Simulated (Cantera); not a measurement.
## Silicon etching in halogen gases: Si + NF3

Input: 1 mol Si, a varied amount of NF3, equilibrated at 652 °C and 0.0110 bar.

These are equilibrium values from Cantera (NASA tables, ideal gas, pure condensed phases), not measurements of a reactor. Candidate condensed phases: Si, Si3N4; 16 gas species. The tables' values for SiF3 are old estimates; treat these amounts as uncertain. The numbers say what is thermodynamically allowed, not how fast it happens.

From 0.73 mol NF3 to 1.2 mol NF3 the condensed part is Si3N4(s). From 1.5 mol NF3 to 6.7 mol NF3 nothing is condensed. The main Si-bearing gas is SiF4 throughout.

```csv
n(NF3) (mol),log p SiF4,log p F2,log p N2,log p F,n Si3N4(s)
0.73,-2.01,<-13,-2.94,<-13,0.151
0.93,-2.10,<-13,-2.52,<-13,0.101
1.2,-2.16,<-13,-2.39,<-13,0.0333
1.5,-2.28,-3.15,-2.41,-2.93,0
1.9,-2.45,-2.69,-2.47,-2.70,0
2.5,-2.61,-2.52,-2.51,-2.61,0
3.2,-2.75,-2.44,-2.54,-2.57,0
4.1,-2.87,-2.39,-2.56,-2.55,0
5.2,-2.99,-2.36,-2.58,-2.53,0
6.7,-3.11,-2.33,-2.59,-2.52,0
```
log p: log10 of the partial pressure in bar; n: condensed amount in mol.
